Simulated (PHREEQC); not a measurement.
Solution (20 °C): 0.0029 mol Na2SeO3, 0.00058 mol NH3 and 3.7e-05 mol NaCl per kg of water. Closed to the air; pH follows from the charge balance.

All values are PHREEQC results (ion-association model, wateq4f.dat), not measurements.

```csv
quantity,before,after
ionic strength (mol/kgw),0.00878,0.00881
HSeO3- (mol/kgw),4.09e-5,1.38e-5
SI of Halite (NaCl),-8.32,-8.28
```

Name the change that produced these shifts.
A. NH3 from 0.00058 to 0.000522 mol/kgw
B. NH3 left out
C. diluted 2-fold with water
D. temperature from 20 to 5 °C
E. NaCl from 3.7e-05 to 7.4e-06 mol/kgw

D, temperature from 20 to 5 °C

No solid was allowed to form. Constants without temperature data keep their 25 °C values here.
